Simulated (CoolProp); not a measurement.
Saturation properties of carbonyl sulfide.

Model: reference Helmholtz-energy equation of state, Lemmon 2006, in CoolProp. It is a short technical equation, of lower accuracy than the large ones.

```json
[
 {"T (K)": "302.2", "p (MPa)": "1.415", "liquid density (kg/m³)": "978.3", "enthalpy of vaporisation (kJ/kg)": "240.5", "liquid cp (kJ/(kg K))": "1.390", "vapour Z": "0.8230", "surface tension (mN/m)": "…"},
 {"T (K)": "305.9", "p (MPa)": "1.545", "liquid density (kg/m³)": "967.1", "enthalpy of vaporisation (kJ/kg)": "236.1", "liquid cp (kJ/(kg K))": "1.410", "vapour Z": "0.8117", "surface tension (mN/m)": "7.13"},
 {"T (K)": "309.7", "p (MPa)": "1.688", "liquid density (kg/m³)": "955.2", "enthalpy of vaporisation (kJ/kg)": "231.4", "liquid cp (kJ/(kg K))": "1.433", "vapour Z": "0.7996", "surface tension (mN/m)": "6.61"},
 {"T (K)": "313.4", "p (MPa)": "1.836", "liquid density (kg/m³)": "943.4", "enthalpy of vaporisation (kJ/kg)": "226.6", "liquid cp (kJ/(kg K))": "…", "vapour Z": "0.7873", "surface tension (mN/m)": "6.12"},
 {"T (K)": "317.2", "p (MPa)": "1.998", "liquid density (kg/m³)": "930.8", "enthalpy of vaporisation (kJ/kg)": "221.5", "liquid cp (kJ/(kg K))": "…", "vapour Z": "0.7741", "surface tension (mN/m)": "5.62"},
 {"T (K)": "320.9", "p (MPa)": "2.165", "liquid density (kg/m³)": "918.1", "enthalpy of vaporisation (kJ/kg)": "216.3", "liquid cp (kJ/(kg K))": "1.515", "vapour Z": "0.7606", "surface tension (mN/m)": "5.15"},
 {"T (K)": "324.7", "p (MPa)": "2.346", "liquid density (kg/m³)": "904.7", "enthalpy of vaporisation (kJ/kg)": "210.7", "liquid cp (kJ/(kg K))": "1.550", "vapour Z": "0.7461", "surface tension (mN/m)": "4.68"},
 {"T (K)": "328.4", "p (MPa)": "2.534", "liquid density (kg/m³)": "891.1", "enthalpy of vaporisation (kJ/kg)": "205.0", "liquid cp (kJ/(kg K))": "1.588", "vapour Z": "0.7314", "surface tension (mN/m)": "4.24"},
 {"T (K)": "332.2", "p (MPa)": "2.737", "liquid density (kg/m³)": "876.6", "enthalpy of vaporisation (kJ/kg)": "…", "liquid cp (kJ/(kg K))": "1.633", "vapour Z": "0.7155", "surface tension (mN/m)": "3.80"},
 {"T (K)": "335.9", "p (MPa)": "2.946", "liquid density (kg/m³)": "861.8", "enthalpy of vaporisation (kJ/kg)": "192.6", "liquid cp (kJ/(kg K))": "1.683", "vapour Z": "0.6992", "surface tension (mN/m)": "3.38"},
 {"T (K)": "339.7", "p (MPa)": "…", "liquid density (kg/m³)": "846.0", "enthalpy of vaporisation (kJ/kg)": "185.7", "liquid cp (kJ/(kg K))": "1.744", "vapour Z": "0.6815", "surface tension (mN/m)": "2.97"}
]
```

**Question.** Complete the blanks.

**Answer.** 
- 302.2, surface tension (mN/m): 7.64
- 313.4, liquid cp (kJ/(kg K)): 1.457
- 317.2, liquid cp (kJ/(kg K)): 1.485
- 332.2, enthalpy of vaporisation (kJ/kg): 198.9
- 339.7, p (MPa): 3.173

It boils at 223.0 K under 1 atm.

Surface tension comes from a separate correlation (Mulero 2012).
